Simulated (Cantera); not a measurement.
An adiabatic, constant-pressure homogeneous reactor starts with 18.8 % CH4, 17.1 % O2, 64.2 % N2, at 1623 K and 1.01 bar.

Model: GRI-Mech 3.0 (53 species, 325 reactions), integrated in Cantera.

Task: Predict: time of steepest temperature rise; temperature at 2.00 s; equilibrium temperature; x(O2) at 2.00 s; x(HCO) at 2.00 s.

Result: 
```json
{
 "time_of_steepest_temperature_rise": "0.504 ms",
 "temperature at 2.00 s": "2503 K",
 "equilibrium_temperature": "2503 K",
 "x(O2) at 2.00 s": "1.23e-5 (gas-phase equilibrium 1.23e-5)",
 "x(HCO) at 2.00 s": "2.26e-7 (gas-phase equilibrium 2.26e-7)"
}
```
